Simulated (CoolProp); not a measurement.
Aqueous propylene glycol as a coolant, at -11 °C, 1 atm.

Computed with CoolProp (Melinder's fits for secondary coolants).

| mass % | freezing point (°C) | viscosity (mPa s) | density (kg/m³) | cp (kJ/(kg K)) | Prandtl number |
|---|---|---|---|---|---|
| 30 | -12.8 | 13.1 | 1035 | 3.773 | 118 |
| 34.8 | -16.2 | 17.5 | 1041 | 3.696 | 161 |
| 39.7 | -20.3 | 23.4 | 1046 | 3.611 | 221 |
| 44.5 | -25.2 | 30.7 | 1052 | 3.521 | 297 |
| 49.3 | -31.2 | 39.6 | 1056 | 3.425 | 391 |
| 54.1 | -38.6 | 50.1 | 1059 | 3.325 | 504 |
